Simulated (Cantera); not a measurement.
An isothermal, constant-pressure homogeneous reactor starts with 54.3 % NO, 45.7 % N₂, at 2000 K and 2670 Pa.

Model: GRI-Mech 3.0 (53 species, 325 reactions), integrated in Cantera. Radical loss at walls, strong at low pressure, is not modelled.

x: mole fraction; the columns are a selection and need not sum to one.

```csv
t (s),x NO,x N₂O,x NO₂,x O₂,x N₂,x O
4.00e-5,0.543,3.65e-7,2.39e-10,1.61e-10,0.457,…
8.66e-5,0.543,7.90e-7,1.12e-9,7.56e-10,0.457,…
0.000188,0.543,1.71e-6,5.19e-9,3.56e-9,0.457,…
0.000406,0.543,3.67e-6,2.36e-8,1.67e-8,0.457,…
0.000880,0.543,7.82e-6,1.05e-7,7.89e-8,0.457,…
0.00191,0.543,1.64e-5,4.37e-7,3.78e-7,0.457,…
0.00413,0.543,3.30e-5,1.63e-6,1.87e-6,0.457,…
0.00894,0.543,6.13e-5,5.06e-6,9.94e-6,0.457,…
0.0194,0.543,9.67e-5,1.20e-5,5.71e-5,0.457,…
0.0420,0.542,0.000116,1.97e-5,0.000304,0.457,…
0.0909,0.540,0.000113,2.38e-5,0.00116,0.458,0.000512
0.197,0.536,0.000109,2.69e-5,0.00324,0.460,…
0.426,0.527,0.000103,3.27e-5,0.00791,0.465,…
0.923,0.505,9.04e-5,4.28e-5,0.0187,0.475,…
2.00,0.455,6.82e-5,5.67e-5,0.0434,0.500,…
```

Question: Some entries are withheld; supply them.

Answer: 
- 4.00e-5, x O: 3.66e-7
- 8.66e-5, x O: 7.94e-7
- 0.000188, x O: 1.72e-6
- 0.000406, x O: 3.74e-6
- 0.000880, x O: 8.18e-6
- 0.00191, x O: 1.80e-5
- 0.00413, x O: 4.07e-5
- 0.00894, x O: 9.46e-5
- 0.0194, x O: 0.000216
- 0.0420, x O: 0.000400
- 0.197, x O: 0.000555
- 0.426, x O: 0.000626
- 0.923, x O: 0.000761
- 2.00, x O: 0.000997
